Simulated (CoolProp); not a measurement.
Vapour pressure (MPa) of C2F6 (R116): the reference equation beside estimates from Tc = 293.0 K, pc = 3.048 MPa, ω = 0.257. Clausius-Clapeyron is anchored at 211.3 K with a constant enthalpy of vaporisation of 15.11 kJ/mol.

Values from CoolProp's reference Helmholtz-energy equation of state, Lemmon 2006. It is a short technical equation, of lower accuracy than the large ones.

| T (K) | reference | Lee-Kesler | Clausius-Clapeyron | van der Waals | Redlich-Kwong | Soave-Redlich-Kwong | Peng-Robinson |
|---|---|---|---|---|---|---|---|
| 197.1 | 0.1129 | 0.1125 | 0.1209 | 0.4969 | 0.1886 | 0.1125 | 0.1127 |
| 204.2 | 0.1615 | 0.1614 | 0.1666 | 0.5970 | 0.2565 | 0.1613 | 0.1609 |
| 211.3 | 0.2247 | 0.2252 | 0.2247 | 0.7096 | 0.3407 | 0.2251 | 0.2237 |
| 218.4 | 0.3053 | 0.3065 | 0.2973 | 0.8351 | 0.4429 | 0.3067 | 0.3039 |
| 225.5 | 0.4060 | 0.4080 | 0.3863 | 0.9740 | 0.5650 | 0.4088 | 0.4043 |
| 232.6 | 0.5297 | 0.5325 | 0.4941 | 1.127 | 0.7088 | 0.5348 | 0.5281 |
| 239.8 | 0.6819 | 0.6854 | 0.6248 | 1.296 | 0.8788 | 0.6899 | 0.6809 |
| 246.9 | 0.8616 | 0.8655 | 0.7770 | 1.479 | 1.072 | 0.8735 | 0.8619 |

Absolute difference from the reference over all 8 rows, mean and median: Lee-Kesler 0.4 and 0.4 %, Clausius-Clapeyron 5.3 and 5.8 %, van der Waals 176.7 and 156.7 %, Redlich-Kwong 43.6 and 42.1 %, Soave-Redlich-Kwong 0.7 and 0.6 %, Peng-Robinson 0.3 and 0.3 %.
